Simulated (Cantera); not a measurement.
A perfectly stirred reactor is fed with 20.3 % H2, 7.25 % O2, 72.5 % N2, at 2.20 bar; it is adiabatic with a 600 K inlet, and is followed from long to short residence time, starting on the burning branch (τ in s: 0.029, 0.012, 0.0053, 0.0022, 0.00095, 0.0004, 0.00017, 7.3e-05, 3.1e-05, 1.3e-05, 5.6e-06).

Model: the H2/O2 subset of GRI-Mech 3.0, which has no nitrogen chemistry, integrated in Cantera. The hydrogen kinetics of GRI-Mech 3.0 are dated; newer H2 mechanisms differ, most at raised pressure.

### Question
Predict: blow-out, bracketed by the residence times tried; x(H2) at τ = 29.0 ms; x(O2) at τ = 29.0 ms; x(H2O) at τ = 29.0 ms; x(HO2) at τ = 29.0 ms; x(H2O2) at τ = 29.0 ms; x(H2) at τ = 0.400 ms; x(O2) at τ = 0.400 ms; x(H2O) at τ = 0.400 ms; x(HO2) at τ = 0.400 ms; x(H2O2) at τ = 0.400 ms.

### Answer
* **blow-out, bracketed by the residence times tried**: burning at 31.0 µs, out at 13.0 µs
* **x(H2) at τ = 29.0 ms**: 0.0619
* **x(O2) at τ = 29.0 ms**: 8.27e-5
* **x(H2O) at τ = 29.0 ms**: 0.156
* **x(HO2) at τ = 29.0 ms**: 1.01e-7
* **x(H2O2) at τ = 29.0 ms**: 2.03e-8
* **x(H2) at τ = 0.400 ms**: 0.0590
* **x(O2) at τ = 0.400 ms**: 0.00126
* **x(H2O) at τ = 0.400 ms**: 0.151
* **x(HO2) at τ = 0.400 ms**: 1.77e-6
* **x(H2O2) at τ = 0.400 ms**: 4.04e-7
